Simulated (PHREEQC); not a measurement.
0.85 g of hydrous ferric oxide (600 m²/g; 0.2 weak and 0.005 strong sites per Fe, Dzombak-Morel constants, diffuse double layer) in 1 kg of water with 0.05 mol/kgw of an inert sodium salt, at 25 °C; the pH is set by adding NaOH or the inert anion's acid. Oxygen alone is held at its pressure in air (log pO2 = -0.68). The system is closed to CO2. Nothing may precipitate in this run.

Base run: PHREEQC, ion-association model, wateq4f.dat. Each further column changes one thing. The table gives surface charge σ (C/m²).

```tsv
pH	base	background salt from 0.05 to 0.005 mol/kgw	oxide from 0.85 to 4.2 g/kgw	0.0066 mol/kgw Na2SeO4 added
3	0.357	0.307	0.358	0.047
4	0.294	___	0.297	___
5	0.181	0.092	0.183	0.044
6	0.089	0.038	0.090	___
7	0.034	0.013	0.034	0.020
8	0.003	0.001	0.003	0.002
9	-0.026	-0.009	-0.026	-0.030
```

Fill in the missing entries.


- 4, background salt from 0.05 to 0.005 mol/kgw: 0.187
- 4, 0.0066 mol/kgw Na2SeO4 added: 0.046
- 6, 0.0066 mol/kgw Na2SeO4 added: 0.035

The oxide is taken as insoluble; below pH 4 it would dissolve.
